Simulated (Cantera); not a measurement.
An isothermal, constant-pressure homogeneous reactor starts with NH₃ : N₂ = 1 : 1.9 (molar parts), at 2073 K and 0.197 atm.

Cantera simulation using the gas-phase N/H chemistry of the illustrative SiF4/NH3 mechanism in the Surface Chemkin manual (1991); the numbers are that mechanism's predictions, not measurements. Walls and surfaces, which speed up NH3 decomposition in real reactors, are not modelled.

x: mole fraction; the columns are a selection and need not sum to one.

```tsv
t (s)	x NH₃	x H₂	x NH	x NH₂	x H
0.000400	0.343	0.000973	7.42e-6	0.000992	2.68e-6
0.000825	0.341	0.00297	1.07e-5	0.00123	5.88e-6
0.00170	0.337	0.00763	1.23e-5	0.00121	1.15e-5
0.00350	0.329	[?]	[?]	0.00113	[?]
0.00722	0.312	0.0356	1.61e-5	0.00102	4.11e-5
0.0149	0.281	0.0702	1.77e-5	0.000889	7.64e-5
0.0307	0.228	0.129	1.82e-5	0.000735	0.000141
0.0632	0.153	0.213	1.69e-5	0.000543	0.000255
0.130	0.0722	0.304	1.35e-5	0.000321	0.000454
0.269	[?]	0.364	[?]	[?]	[?]
0.554	0.000775	0.382	2.76e-6	1.46e-5	0.00242
1.14	3.20e-5	0.382	2.61e-7	9.13e-7	0.00365
2.35	9.27e-6	0.382	7.58e-8	2.65e-7	0.00366
4.85	3.79e-6	0.382	3.10e-8	1.08e-7	0.00366
10.0	1.77e-6	0.382	1.45e-8	5.05e-8	0.00366
```

**Question.** What belongs in the gaps?

**Answer.** 
- 0.00350, x H₂: 0.0171
- 0.00350, x NH: 1.40e-5
- 0.00350, x H: 2.19e-5
- 0.269, x NH₃: 0.0176
- 0.269, x NH: 8.36e-6
- 0.269, x NH₂: 0.000122
- 0.269, x H: 0.000852
